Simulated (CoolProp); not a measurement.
200 sccm (0 °C, 1 atm) of nitrogen bubbles through liquid R141b at 287 K and leaves saturated at a total pressure of 0.15 MPa (ideal gas phase). Each further row changes one setting.

Values from CoolProp's reference Helmholtz-energy equation of state, Lemmon 2006. It is a short technical equation, of lower accuracy than the large ones.

```json
[
 {"case": "as stated", "vapour pressure (kPa)": "51.0", "mole fraction of vapour": "0.340", "delivery (mg/min)": "537", "delivery (sccm)": "103", "change of delivery for a bath 1 K warmer (%)": "6.4"},
 {"case": "bath temperature 292 K", "vapour pressure (kPa)": "62.2", "mole fraction of vapour": "0.415", "delivery (mg/min)": "739", "delivery (sccm)": "142", "change of delivery for a bath 1 K warmer (%)": "7.0"},
 {"case": "total pressure 0.3 MPa", "vapour pressure (kPa)": "51.0", "mole fraction of vapour": "0.170", "delivery (mg/min)": "214", "delivery (sccm)": "40.9", "change of delivery for a bath 1 K warmer (%)": "5.0"}
]
```
